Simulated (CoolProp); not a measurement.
Properties of n-nonane along the isobar 0.837 MPa (Tc = 321.4 °C, pc = 2.282 MPa, ω = 0.443).

The numbers come from the reference Helmholtz-energy equation of state, Lemmon 2006 in CoolProp. It is a short technical equation, of lower accuracy than the large ones.

```json
[
 {"T (°C)": "118.75", "phase": "liquid", "speed of sound (m/s)": "870.5", "Joule-Thomson coefficient (K/MPa)": "…"},
 {"T (°C)": "138.05", "phase": "liquid", "speed of sound (m/s)": "804.5", "Joule-Thomson coefficient (K/MPa)": "-0.2486"},
 {"T (°C)": "157.35", "phase": "liquid", "speed of sound (m/s)": "…", "Joule-Thomson coefficient (K/MPa)": "…"},
 {"T (°C)": "176.65", "phase": "liquid", "speed of sound (m/s)": "…", "Joule-Thomson coefficient (K/MPa)": "-0.1468"},
 {"T (°C)": "195.95", "phase": "liquid", "speed of sound (m/s)": "605.2", "Joule-Thomson coefficient (K/MPa)": "…"},
 {"T (°C)": "215.25", "phase": "liquid", "speed of sound (m/s)": "…", "Joule-Thomson coefficient (K/MPa)": "0.02429"},
 {"T (°C)": "234.55", "phase": "liquid", "speed of sound (m/s)": "462.8", "Joule-Thomson coefficient (K/MPa)": "…"},
 {"T (°C)": "273.15", "phase": "gas", "speed of sound (m/s)": "149.3", "Joule-Thomson coefficient (K/MPa)": "…"}
]
```

Question: Some entries are withheld; supply them.

Answer: 
- 118.75, Joule-Thomson coefficient (K/MPa): -0.2875
- 157.35, speed of sound (m/s): 738.6
- 157.35, Joule-Thomson coefficient (K/MPa): -0.2029
- 176.65, speed of sound (m/s): 672.4
- 195.95, Joule-Thomson coefficient (K/MPa): -0.07464
- 215.25, speed of sound (m/s): 535.8
- 234.55, Joule-Thomson coefficient (K/MPa): 0.1723
- 273.15, Joule-Thomson coefficient (K/MPa): 15.85
